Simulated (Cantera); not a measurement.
An adiabatic, constant-volume homogeneous reactor starts with CH4 : O2 : N2 : CO2 = 1 : 1 : 6.4 : 0.88 (molar parts), equivalence ratio 2.0, at 1000 K and 5.00 bar. Integrator tolerance rtol = 1e-08.

Computed with Cantera and GRI-Mech 3.0 (53 species, 325 reactions).

### Question
What does this change do: initial temperature 1000 to 1750 K?

### Answer
```
quantity                                                            before                                      after
---------------------------------  ---------------------------------------  -----------------------------------------
time of steepest temperature rise                                  0.437 s                                    79.5 µs
temperature at 4.00 s                                               1902 K                                     2586 K
equilibrium temperature                                             1902 K                                     2586 K
x(CH4) at 4.00 s                   3.08e-9 (gas-phase equilibrium 3.35e-9)  3.18e-11 (gas-phase equilibrium 3.56e-11)
x(O2) at 4.00 s                    5.92e-9 (gas-phase equilibrium 5.92e-9)    4.99e-5 (gas-phase equilibrium 4.99e-5)
x(CO2) at 4.00 s                     0.0562 (gas-phase equilibrium 0.0562)      0.0474 (gas-phase equilibrium 0.0474)
x(C2H2) at 4.00 s                    <1e-12 (gas-phase equilibrium <1e-12)      <1e-12 (gas-phase equilibrium <1e-12)
x(C2H6) at 4.00 s                    <1e-12 (gas-phase equilibrium <1e-12)      <1e-12 (gas-phase equilibrium <1e-12)
```

### Question
What does this change do: constant pressure in place of constant volume?

### Answer
```tsv
quantity	before	after
time of steepest temperature rise	0.437 s	0.449 s
temperature at 4.00 s	1902 K	1691 K
equilibrium temperature	1902 K	1691 K
x(CH4) at 4.00 s	3.08e-9 (gas-phase equilibrium 3.35e-9)	4.32e-7 (gas-phase equilibrium 5.35e-9)
x(O2) at 4.00 s	5.92e-9 (gas-phase equilibrium 5.92e-9)	1.93e-10 (gas-phase equilibrium 1.93e-10)
x(CO2) at 4.00 s	0.0562 (gas-phase equilibrium 0.0562)	0.0608 (gas-phase equilibrium 0.0608)
x(C2H2) at 4.00 s	<1e-12 (gas-phase equilibrium <1e-12)	9.71e-11 (gas-phase equilibrium <1e-12)
x(C2H6) at 4.00 s	<1e-12 (gas-phase equilibrium <1e-12)	<1e-12 (gas-phase equilibrium <1e-12)
```
